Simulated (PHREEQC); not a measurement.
PHREEQC input (ion-association model, wateq4f.dat):

```
SOLUTION 1
  temp 25
  units mol/kgw
  pH 7 charge
  Cl 0.032
  Ca 0.016
END
SELECTED_OUTPUT 1
  -reset false
  -pH true
  -pe true
  -ionic_strength true
  -water true
  -totals C Ca Cd Cl F C(-4) C(4)
  -molalities H+ CO3-2 Ca+2 Cd+2 Cl- F- CO2 HCO3- CaOH+ CaHCO3+
    CaCO3 O2 OH- CaF+ HF HF2- CdCl+ CdCl2 CdCl3- CdF+
    CdF2 Cd(CO3)2-2 CdOH+ Cd(OH)2 Cd(OH)3- Cd(OH)4-2 Cd2OH+3 CdOHCl CdHCO3+ CdCO3
    H2F2
  -equilibrium_phases CdF2 Calcite Fluorite Portlandite Cd(OH)2 Otavite CdOHCl
PRINT
  -reset false
USE solution 1
EQUILIBRIUM_PHASES 1
  CdF2 0 0.5
  Calcite 0 0
  Fluorite 0 0
  Portlandite 0 0
  Cd(OH)2 0 0
  Otavite 0 0
  CdOHCl 0 0
  O2(g) -0.68 10
  CO2(g) -5 10
END
# ... the last block is repeated for the other 10 points of log pCO2 (atm)
```

Selected output (columns that matter, 11 of 11 rows; log pCO2 (atm) added in front):

```
log pCO2 (atm)	pH	mu	C	Ca	Cd	Cl	F	m_H+	m_Ca+2	m_Cd+2	m_Cl-	m_F-	CdF2	Otavite
-5	6.3054	0.40626	1.1043e-06	4.051e-09	0.24247	0.032	0.4532	6.4163e-07	2.4574e-09	0.097144	0.0092394	0.29967	0.2574	0.00013428
-4.5	6.0553	0.40636	2.3923e-06	4.0524e-09	0.24251	0.032	0.45353	1.1412e-06	2.4585e-09	0.097181	0.0092386	0.29963	0.25723	0.00025644
-4	5.8052	0.40657	5.6104e-06	4.0548e-09	0.2426	0.032	0.45412	2.0301e-06	2.4603e-09	0.097242	0.0092358	0.29955	0.25694	0.00046607
-3.5	5.555	0.40694	1.4266e-05	4.059e-09	0.24276	0.032	0.45518	3.6122e-06	2.4635e-09	0.097349	0.0092299	0.29942	0.25641	0.00083481
-3	5.3045	0.40761	3.8931e-05	4.0665e-09	0.24304	0.032001	0.45706	6.4303e-06	2.4692e-09	0.097538	0.0092189	0.29918	0.25548	0.001489
-2.5	5.0538	0.4088	0.0001121	4.0797e-09	0.24355	0.032002	0.46041	1.1456e-05	2.4792e-09	0.097873	0.0091993	0.29877	0.25381	0.0026541
-2	4.8025	0.41092	0.00033481	4.1032e-09	0.24446	0.032003	0.46638	2.0439e-05	2.4971e-09	0.098468	0.0091644	0.29805	0.25083	0.0047347
-1.5	4.5502	0.41467	0.0010232	4.145e-09	0.24606	0.032005	0.47705	3.6555e-05	2.5289e-09	0.09952	0.0091031	0.29677	0.24551	0.0084643
-1	4.2961	0.42129	0.0031691	4.2192e-09	0.24889	0.032009	0.49616	6.5662e-05	2.5854e-09	0.10138	0.0089963	0.29456	0.23599	0.015192
-0.5	4.0391	0.43292	0.0098857	4.3507e-09	0.25384	0.032016	0.53062	0.00011881	2.6859e-09	0.10465	0.0088137	0.29075	0.21882	0.027463
0	3.7772	0.45314	0.030923	4.583e-09	0.26243	0.032029	0.59345	0.00021757	2.8644e-09	0.11034	0.0085098	0.28438	0.18755	0.050263
```
